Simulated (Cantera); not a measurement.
## Gas-phase reforming

An isothermal, constant-pressure homogeneous reactor starts with CH4 : H2O = 1 : 2.3 (molar parts), at 1900 K and 1600000 Pa.

Cantera simulation using GRI-Mech 3.0 (53 species, 325 reactions); the numbers are that mechanism's predictions, not measurements. The pressure lies above the range GRI-Mech 3.0 was tuned for (to about 10 atm).

| t (s) | x CH4 | x H2O | x OH | x C2H6 | x C2H | x CH2O | x C2H2 |
|---|---|---|---|---|---|---|---|
| 9.00e-5 | 0.156 | 0.615 | 1.99e-5 | 0.000756 | 2.38e-7 | 5.65e-5 | 0.0455 |
| 0.000559 | 0.0620 | 0.531 | 1.53e-5 | 9.58e-5 | 3.38e-7 | 1.56e-5 | 0.0732 |
| 0.00347 | 0.0358 | 0.409 | 1.04e-5 | 3.01e-5 | 1.87e-7 | 4.97e-6 | 0.0460 |
| 0.0216 | 0.0176 | 0.274 | 6.12e-6 | 6.09e-6 | 2.56e-8 | 1.51e-6 | 0.00718 |
| 0.134 | 0.000532 | 0.230 | 4.93e-6 | 5.23e-9 | 1.88e-11 | 6.78e-7 | 5.52e-6 |
| 0.834 | 3.45e-6 | 0.229 | 4.92e-6 | <1e-12 | <1e-12 | 6.59e-7 | 2.97e-10 |
| 5.18 | 3.45e-6 | 0.229 | 4.92e-6 | <1e-12 | <1e-12 | 6.59e-7 | 2.97e-10 |
| 32.2 | 3.45e-6 | 0.229 | 4.92e-6 | <1e-12 | <1e-12 | 6.59e-7 | 2.97e-10 |
| 200 | 3.45e-6 | 0.229 | 4.92e-6 | <1e-12 | <1e-12 | 6.59e-7 | 2.97e-10 |
x: mole fraction; the columns are a selection and need not sum to one.

Equilibrium at this temperature and pressure: CH4 3.74e-6, H2O 0.229, OH 4.92e-6, C2H6 <1e-12, C2H <1e-12, CH2O 6.59e-7, C2H2 3.39e-10 (gas phase only).
